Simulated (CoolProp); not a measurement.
Vapour-liquid equilibrium of n-hexane (1) + toluene (2) at 120.75 °C; x and y are mole fractions of (1).

Computed with CoolProp (multi-fluid Helmholtz-energy mixture model, Thol 2019 and Lemmon 2006; pair parameters Bell 2016).

Question: Give the bubble pressure and the first vapour's composition at x = 0.05, 0.25, 0.95. Is there an azeotrope?

Answer: x = 0.05: 154.4 kPa, y = 0.168; x = 0.25: 222.3 kPa, y = 0.520; x = 0.95: 395.0 kPa, y = 0.975. No azeotrope shows between x = 0.05 and 0.95.

The pair parameters rest on a limited set of measurements; away from them the model extrapolates.
